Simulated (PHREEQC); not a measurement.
Consider water at 44 °C with 11 mmol/kgw (NH4)2SO4. Closed to the air; pH follows from the charge balance.

Computed with PHREEQC (ion-association model, wateq4f.dat).

Each row changes one thing in this solution. Precipitation was switched off in this run.

```
case                                                 pH  ionic strength (mol/kgw)  SO4-2 (mol/kgw)  HSO4- (mol/kgw)
-------------------------------------------------  ----  ------------------------  ---------------  ---------------
as made                                            5.38                    0.0303          0.00967          3.71e-6
0.0037 mol/kgw Li2SO4 added                        5.42                    0.0405           0.0129          4.33e-6
temperature from 44 to 90 °C                       5.00                    0.0305          0.00972          2.99e-5
temperature from 44 to 35 °C                       5.49                    0.0303          0.00966          2.36e-6
(NH4)2SO4 from 0.011 to 0.0165 mol/kgw             5.34                    0.0444           0.0140          5.52e-6
diluted 2-fold with water                          5.47                    0.0157          0.00508          1.78e-6
(NH4)2SO4 replaced by Rb2SO4 at the same molality  6.84                    0.0330           0.0110          1.44e-7
diluted 10-fold with water                         5.73                   0.00325          0.00108          2.51e-7
```

At this temperature some constants are extrapolated from 25 °C, and those without enthalpy data are left unchanged.
